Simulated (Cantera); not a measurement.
## Moist CO burnout

A perfectly stirred reactor is fed with CO : O₂ : H₂O : N₂ = 0.0018 : 0.003 : 0.00019 : 1 (molar parts), at 3750 Torr; it is held at 1050 K, and followed from long to short residence time.

Detailed kinetics in Cantera: GRI-Mech 3.0 (53 species, 325 reactions).

| τ (s) | x CO | x O₂ | x H₂O | x NO | x NO₂ | x O |
|---|---|---|---|---|---|---|
| 3.5 | 0.00139 | 0.00279 | 0.000188 | 4.29e-10 | 9.78e-10 | 2.62e-8 |
| 1.5 | 0.00161 | 0.00289 | 0.000189 | 9.27e-11 | 1.99e-10 | 2.64e-8 |
| 0.60 | 0.00172 | 0.00295 | 0.000189 | 1.46e-11 | 2.90e-11 | 2.48e-8 |
| 0.25 | 0.00177 | 0.00297 | 0.000189 | 2.11e-12 | 3.50e-12 | 2.10e-8 |
| 0.10 | 0.00179 | 0.00298 | 0.000189 | <1e-12 | <1e-12 | 1.08e-8 |
| 0.042 | 0.00179 | 0.00299 | 0.000189 | <1e-12 | <1e-12 | 5.34e-10 |
| 0.018 | 0.00179 | 0.00299 | 0.000189 | <1e-12 | <1e-12 | 2.61e-10 |
| 0.0072 | 0.00179 | 0.00299 | 0.000189 | <1e-12 | <1e-12 | 1.81e-10 |
x: mole fraction; the columns are a selection and need not sum to one.
